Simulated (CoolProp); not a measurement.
Aqueous propylene glycol as a coolant, 18 % by mass, freezing at -6.2 °C, 1 atm.

The numbers come from the Melinder's fits for secondary coolants in CoolProp.

```tsv
T (°C)	Prandtl number	viscosity (mPa s)	density (kg/m³)	cp (kJ/(kg K))
-1.8	35.1	4.24	1018	3.957
6.5	24.6	3.02	1017	3.972
14.9	17.9	2.23	1015	3.988
23.2	13.6	1.71	1012	4.004
31.6	10.6	1.36	1009	4.020
39.9	8.54	1.11	1005	4.037
```
